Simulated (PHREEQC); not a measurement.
Consider water at 25 °C with 0.0056 mol H3PO4 and 0.074 mol Na2SO4 per kg of water. Closed to the air; pH follows from the charge balance.

Model: ion-association model, phreeqc.dat, run in PHREEQC.

```
Quantity                     Result
--------------------  -------------
pH                             2.86
ionic strength        0.197 mol/kgw
specific conductance    12200 µS/cm
density                 1.007 g/cm³
total alkalinity       -5.60 meq/kg
```

```
species  molality  activity   log γ
-------  --------  --------  ------
Na+         0.136     0.102  -0.126
SO4-2      0.0590    0.0174  -0.531
NaSO4-     0.0119   0.00886  -0.127
H2PO4-    0.00488   0.00365  -0.127
HSO4-     0.00314   0.00235  -0.127
H+        0.00174   0.00139  -0.098
H3PO4    0.000715  0.000748   0.020
HPO4-2    5.44e-7   1.63e-7  -0.524
NaHPO4-   4.33e-8   3.24e-8  -0.127
```

No solid was allowed to form. Species that the database lacks are ignored.
